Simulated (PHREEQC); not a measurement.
A made-up water analysis in mmol/kgw, 25 °C, pH 8.68: Na 557; K 12.7; Ca 1.42; Mg 28.7; Cl 563; S(6) 23.3; Alkalinity (meq/kgw) 0.439.

Valence states are taken as typed.

Equilibrium calculation in PHREEQC: Pitzer model, pitzer.dat.

Q: The ionic strength comes out as 0.673 mol/kgw. What activity coefficients do Na+, Mg+2, Cl-, HCO3-, Ca+2 get?

A: Na+ 0.70, Mg+2 0.25, Cl- 0.63, HCO3- 0.62, Ca+2 0.23. Single-ion values are on the MacInnes scale.

No solid was allowed to form. The solution is supersaturated, for example in Magnesite (slow to form), so a real one may precipitate; this is no full list.
